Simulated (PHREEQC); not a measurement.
0.21 g of hydrous ferric oxide (600 m²/g; 0.2 weak and 0.005 strong sites per Fe, Dzombak-Morel constants, diffuse double layer) in 1 kg of water with 0.001 mol/kgw of an inert sodium salt and 1.7e-06 mol/kgw PbCl2, 3.2e-06 mol/kgw CuCl2 and 8e-05 mol/kgw ZnSO4, at 25 °C; the pH is set by adding NaOH or the inert anion's acid. Oxygen is held at 0.21 atm. The system is closed to CO2. Precipitation was switched off in this run.

All values are PHREEQC results (ion-association model, wateq4f.dat), not measurements.

### Question
Predict Zn sorbed (%) at pH = 6, 8, 9.33, 10.67, 12.

### Answer
```tsv
pH	Zn sorbed (%)
6	15.0
8	98.8
9.33	99.9
10.67	99.8
12	92.3
```

Complexes and solids missing from the database can't appear. The database's constant for dissolved Cu(OH)2 is higher than later reviews accept.
